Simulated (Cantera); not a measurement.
An isothermal, constant-pressure homogeneous reactor starts with 86.2 % NH3, 13.8 % H2, at 2250 K and 1.18 atm.

Detailed kinetics in Cantera: the gas-phase N/H chemistry of the illustrative SiF4/NH3 mechanism in the Surface Chemkin manual (1991). Walls and surfaces, which speed up NH3 decomposition in real reactors, are not modelled.

One state of this run: x NH3 = 0.839; x H2 = 0.152; x N = 2.45e-6; x N2H2 = 2.10e-5; x H = 0.000209; x NH = 6.39e-5. x: mole fraction; the columns are a selection and need not sum to one.

Question: Which value of t (s) does it belong to?
A. 2.23e-5
B. 9.00e-6
C. 5.54e-5
D. 3.00

Answer: C, 5.54e-5
